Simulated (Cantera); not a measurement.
Charge: 1 mol CuO, 0.89 mol CO, held at 1627 °C and 1330 Pa.

These are equilibrium values from Cantera (NASA tables, ideal gas, pure condensed phases), not measurements of a reactor. Candidate condensed phases: C, Cu, CuO, Cu2O; 15 gas species. The numbers say what is thermodynamically allowed, not how fast it happens.

Base state: CO2 0.804, Cu 0.121, O2 0.0580, CO 0.0158, O 0.000622, CuO 0.000399, Cu2 0.000349 (mole fractions); condensed: Cu(l).

Task: What changes in the equilibrium state with this change: pressure from 1330 Pa to 44000 Pa?

Result: 
```json
[
 {"species": "CO2", "before": "0.804", "after": "0.974"},
 {"species": "O2", "before": "0.0580", "after": "0.0159"},
 {"species": "CO", "before": "0.0158", "after": "0.00639"},
 {"species": "Cu", "before": "0.121", "after": "0.00367"},
 {"species": "Cu2", "before": "0.000349", "after": "1.06e-5"},
 {"species": "CuO", "before": "0.000399", "after": "3.63e-5"},
 {"species": "O", "before": "0.000622", "after": "5.67e-5"},
 {"species": "Cu(l), mol", "before": "0.867", "after": "0.823"},
 {"species": "Cu2O(l), mol", "before": "0", "after": "0.0869"}
]
```
Each liquid is taken as pure. Mutual solubility and eutectic melting of coexisting phases are not modelled.

Task: What changes in the equilibrium state with this change: temperature from 1627 °C to 1925 °C?

Result: 
| species | before | after |
|---|---|---|
| Cu | 0.121 | 0.491 |
| CO2 | 0.804 | 0.364 |
| CO | 0.0158 | 0.0756 |
| O2 | 0.0580 | 0.0615 |
| O | 0.000622 | 0.00574 |
| CuO | 0.000399 | 0.00126 |
| Cu2 | 0.000349 | 0.00106 |
| Cu(l), mol | 0.867 | 0 |

Task: What changes in the equilibrium state with this change: pressure from 1330 Pa to 13300 Pa?

Result: 
```json
[
 {"species": "CO2", "before": "0.804", "after": "0.929"},
 {"species": "O2", "before": "0.0580", "after": "0.0524"},
 {"species": "Cu", "before": "0.121", "after": "0.0121"},
 {"species": "CO", "before": "0.0158", "after": "0.00610"},
 {"species": "Cu2", "before": "0.000349", "after": "3.49e-5"},
 {"species": "CuO", "before": "0.000399", "after": "0.000120"},
 {"species": "Cu(l), mol", "before": "0.867", "after": "0.957"},
 {"species": "Cu2O(l), mol", "before": "0", "after": "0.0158"}
]
```
Each liquid is taken as pure. Mutual solubility and eutectic melting of coexisting phases are not modelled.
